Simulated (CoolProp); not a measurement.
Aqueous potassium acetate as a coolant, at 2 °C, 1 atm.

Computed with CoolProp (Melinder's fits for secondary coolants).

```csv
mass %,freezing point (°C),density (kg/m³),cp (kJ/(kg K)),conductivity (W/(m K)),viscosity (mPa s)
5,-2.0,1030,3.990,0.552,1.88
9.5,-4.3,1053,3.821,0.538,2.09
14.1,-6.9,1076,[?],0.524,2.35
18.7,-10.1,1100,3.525,0.510,2.65
23.3,-14.3,1126,3.388,0.496,3.05
27.8,-19.8,1152,3.257,0.483,3.57
32.4,-27.1,1179,[?],[?],4.28
37,-35.9,1206,2.995,0.458,5.26
41.6,-45.4,1233,2.871,0.446,6.56
```

Task: Fill in the missing entries.

Result: 
- 14.1, cp (kJ/(kg K)): 3.667
- 32.4, cp (kJ/(kg K)): 3.124
- 32.4, conductivity (W/(m K)): 0.471
